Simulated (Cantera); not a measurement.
# Moist CO burnout

A perfectly stirred reactor is fed with 0.105 % CO, 0.952 % O₂, 3.71 % H₂O, 95.2 % N₂, at 0.132 atm; it is held at 1448 K, and followed from long to short residence time.

Cantera simulation using GRI-Mech 3.0 (53 species, 325 reactions); the numbers are that mechanism's predictions, not measurements.

```json
[
 {"τ (s)": "4.9", "x CO": "7.02e-6", "x O₂": "0.00899", "x H₂O": "0.0371", "x NO": "1.15e-7", "x HO₂": "2.96e-8", "x H": "1.76e-6", "x H₂": "1.69e-5"},
 {"τ (s)": "2.2", "x CO": "1.20e-5", "x O₂": "0.00899", "x H₂O": "0.0371", "x NO": "1.02e-7", "x HO₂": "4.58e-8", "x H": "3.69e-6", "x H₂": "2.77e-5"},
 {"τ (s)": "0.96", "x CO": "2.11e-5", "x O₂": "0.00899", "x H₂O": "0.0370", "x NO": "8.34e-8", "x HO₂": "7.00e-8", "x H": "7.80e-6", "x H₂": "4.55e-5"},
 {"τ (s)": "0.42", "x CO": "3.70e-5", "x O₂": "0.00900", "x H₂O": "0.0370", "x NO": "6.40e-8", "x HO₂": "1.01e-7", "x H": "1.58e-5", "x H₂": "7.27e-5"},
 {"τ (s)": "0.19", "x CO": "6.36e-5", "x O₂": "0.00901", "x H₂O": "0.0369", "x NO": "4.70e-8", "x HO₂": "1.35e-7", "x H": "2.91e-5", "x H₂": "0.000109"},
 {"τ (s)": "0.083", "x CO": "0.000113", "x O₂": "0.00904", "x H₂O": "0.0368", "x NO": "3.15e-8", "x HO₂": "1.69e-7", "x H": "4.90e-5", "x H₂": "0.000154"},
 {"τ (s)": "0.037", "x CO": "0.000201", "x O₂": "0.00909", "x H₂O": "0.0368", "x NO": "1.80e-8", "x HO₂": "1.92e-7", "x H": "6.77e-5", "x H₂": "0.000189"},
 {"τ (s)": "0.016", "x CO": "0.000365", "x O₂": "0.00917", "x H₂O": "0.0368", "x NO": "6.92e-9", "x HO₂": "1.96e-7", "x H": "6.95e-5", "x H₂": "0.000190"},
 {"τ (s)": "0.0072", "x CO": "0.000617", "x O₂": "0.00929", "x H₂O": "0.0369", "x NO": "1.38e-9", "x HO₂": "1.67e-7", "x H": "4.29e-5", "x H₂": "0.000134"},
 {"τ (s)": "0.0032", "x CO": "0.000928", "x O₂": "0.00945", "x H₂O": "0.0370", "x NO": "6.13e-11", "x HO₂": "8.23e-8", "x H": "7.49e-6", "x H₂": "3.79e-5"}
]
```
x: mole fraction; the columns are a selection and need not sum to one.
